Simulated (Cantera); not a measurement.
Feed: 1 mol Si, a varied amount of Br2, 31 mol H2, equilibrated at 1173.15 K and 9.20 Pa.

Cantera equilibrium calculation (NASA polynomials, part measured and part estimated; ideal gas, pure solids and liquids). Candidate condensed phases: Br2, Si; 19 gas species. The tables' values for SiBr3 are old estimates; treat these amounts as uncertain. Rates play no part.

x: gas mole fraction; n: condensed amount in mol.

```tsv
n(Br2) (mol)	x H2	x HBr	x SiBr2	x Br	n Si(s)
1	0.942	0.0528	0.00465	___	0.851
1.2	0.932	0.0614	0.00634	___	0.795
1.4	0.922	0.0694	0.00820	___	0.733
1.6	0.912	0.0770	0.0102	___	0.665
1.8	0.903	0.0842	0.0123	___	0.592
2	0.894	0.0911	0.0146	0.000578	0.515
2.3	0.880	0.101	0.0181	___	0.392
2.7	0.863	0.113	0.0230	___	0.215
3	0.851	0.121	0.0269	0.000786	0.0745
3.5	0.827	0.143	0.0286	___	0
3.9	0.806	0.164	0.0281	___	0
4.5	0.776	0.195	0.0275	___	0
```

What belongs in the gaps?


- 1, x Br: 0.000326
- 1.2, x Br: 0.000381
- 1.4, x Br: 0.000434
- 1.6, x Br: 0.000484
- 1.8, x Br: 0.000532
- 2.3, x Br: 0.000644
- 2.7, x Br: 0.000727
- 3.5, x Br: 0.000946
- 3.9, x Br: 0.00110
- 4.5, x Br: 0.00133
